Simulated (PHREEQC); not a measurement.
Consider water at 25 °C with 0.2 mol/kgw TMAH, 0.00016 mol/kgw K2SiO3 and 0.057 mol/kgw Na2CO3. Closed to the air; pH follows from the charge balance.

The numbers come from PHREEQC with the ion-association model, wateq4f.dat.

Each row changes one thing in this solution. No solid was allowed to form.

```tsv
case	pH	ionic strength (mol/kgw)	Na+ (mol/kgw)	CO3-2 (mol/kgw)	NaCO3- (mol/kgw)	HCO3- (mol/kgw)	SI of Natron (Na2CO3:10H2O)	SI of Nahcolite (NaHCO3)
as made	13.13	0.335	0.0958	0.0388	0.0182	2.25e-5	-3.05	-5.41
TMAH left out	11.22	0.127	0.0930	0.0340	0.0209	0.00202	-2.91	-3.40
TMAH replaced by (CH3)4NCl at the same molality	11.17	0.334	…	0.0373	0.0176	0.00198	-3.06	-3.46
K2SiO3 left out	13.13	0.335	0.0958	0.0388	0.0182	2.25e-5	-3.05	-5.41
diluted 2-fold with water	12.86	0.172	0.0504	0.0218	0.00663	2.78e-5	-3.70	-5.55
TMAH from 0.2 to 0.04 mol/kgw	12.46	0.170	0.0935	…	0.0205	0.000115	-2.94	-4.66
```

Question: Some entries are withheld; supply them.

Answer: 
- TMAH replaced by (CH3)4NCl at the same molality, Na+ (mol/kgw): 0.0963
- TMAH from 0.2 to 0.04 mol/kgw, CO3-2 (mol/kgw): 0.0363

(CH3)4N+ isn't in the database: it is added as a free cation with an ion size of 4 Å.
